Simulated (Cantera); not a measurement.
Charge: 1 mol Ti(OiPr)4, 0.27 mol O2, equilibrated at 0.670 bar.

Cantera equilibrium calculation (NASA polynomials, part measured and part estimated; ideal gas, pure solids and liquids). Candidate condensed phases: C, C6H6, C7H8, C8H18, H2O, Ti, TiC, TiO, TiO2, Ti2O3, Ti3O5, Ti4O7; 113 gas species. The feed counts by its element totals alone. TiC: taken at fixed stoichiometry. Rates play no part.

Over these rows the condensed part is C(graphite) + TiC(s). Partial pressures as log10 of bar:

```json
[
 {"T (K)": "1525", "1000/T (1/K)": "0.6557", "log p CO2": "-4.84", "log p H2": "-0.30", "log p CO": "-0.78"},
 {"T (K)": "1625", "1000/T (1/K)": "0.6154", "log p CO2": "-5.19", "log p H2": "-0.30", "log p CO": "-0.78"},
 {"T (K)": "1725", "1000/T (1/K)": "0.5797", "log p CO2": "-5.49", "log p H2": "-0.30", "log p CO": "-0.78"},
 {"T (K)": "1825", "1000/T (1/K)": "0.5479", "log p CO2": "-5.76", "log p H2": "-0.30", "log p CO": "-0.79"},
 {"T (K)": "1925", "1000/T (1/K)": "0.5195", "log p CO2": "?", "log p H2": "-0.30", "log p CO": "-0.79"},
 {"T (K)": "2025", "1000/T (1/K)": "0.4938", "log p CO2": "-6.21", "log p H2": "-0.30", "log p CO": "-0.79"}
]
```

### Question
Fit log p(CO2) = a + b·(1000/T) to the five rows, give the apparent enthalpy, and predict the row at 1925 K.

### Answer
Means: 1000/T = 0.5785, log p = -5.498. Sxy = 0.130496, Sxx = 0.0154333, so b = 8.46 and a = -5.498 − (8.46)×0.5785 = -10.39.
Apparent enthalpy: −19.145 × (8.46) = -162 kJ/mol. With the condensed phases at unit activity, 2 CO(g) = CO2(g) + C(graphite) links this pressure to the main gases: over the six rows their terms move log p by -0.02 in all, so the slope is close to that reaction's ΔH°. The five rows lie within 0.01 of the line.
Prediction at 1925 K: -10.39 + (8.46)×0.5195 = -6.00. The computed value is -6.00, 0.00 from the line.
